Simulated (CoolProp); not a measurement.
Aqueous potassium acetate as a coolant, at -2 °C, 1 atm.

Values from CoolProp's Melinder's fits for secondary coolants.

```tsv
mass %	freezing point (°C)	density (kg/m³)	conductivity (W/(m K))	cp (kJ/(kg K))	Prandtl number
8.6	-3.8	1049	0.535	…	…
14.5	-7.2	1079	0.517	3.650	19.2
20.5	-11.6	1111	0.499	3.464	22.3
26.5	-18.1	…	0.482	…	26.7
32.4	-27.1	1181	0.466	3.116	…
38.4	-38.8	1216	0.450	2.947	42.9
44.4	-50.9	1252	0.435	2.790	56.6
```

Question: Some entries are withheld; supply them.

Answer: 
- 8.6, cp (kJ/(kg K)): 3.852
- 8.6, Prandtl number: 16.9
- 26.5, density (kg/m³): 1146
- 26.5, cp (kJ/(kg K)): 3.287
- 32.4, Prandtl number: 33.1
